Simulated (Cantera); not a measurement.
An adiabatic, constant-pressure homogeneous reactor starts with 4.90 % CH4, 20.0 % O2, 75.1 % N2, equivalence ratio 0.49, at 1250 K and 1.38 atm.

Cantera simulation using GRI-Mech 3.0 (53 species, 325 reactions); the numbers are that mechanism's predictions, not measurements.

**Question.** Predict: time of steepest temperature rise; temperature at 0.400 s; equilibrium temperature; x(O2) at 0.400 s; x(CO) at 0.400 s; x(H2) at 0.400 s.

**Answer.** 
```
Item                                                                   Value
---------------------------------  -----------------------------------------
time of steepest temperature rise                                    11.9 ms
temperature at 0.400 s                                                2229 K
equilibrium temperature                                               2228 K
x(O2) at 0.400 s                       0.0969 (gas-phase equilibrium 0.0966)
x(CO) at 0.400 s                   0.000956 (gas-phase equilibrium 0.000952)
x(H2) at 0.400 s                   0.000354 (gas-phase equilibrium 0.000353)
```
